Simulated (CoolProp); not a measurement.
Properties of R1234ze(Z) at several states (Tc = 423.3 K, pc = 3.531 MPa, ω = 0.327).

Values from CoolProp's reference Helmholtz-energy equation of state, Akasaka 2019.

```tsv
T (K)	p (MPa)	phase	cp (kJ/(kg K))	speed of sound (m/s)	isothermal compressibility (1/MPa)	expansivity (1/kK)
429.3	5.16	supercritical	2.265	179.4	0.08662	12.95
426.6	2.27	gas	1.363	139.2	0.6564	6.931
283.1	0.132	liquid	1.233	691.9	0.002381	2.001
```
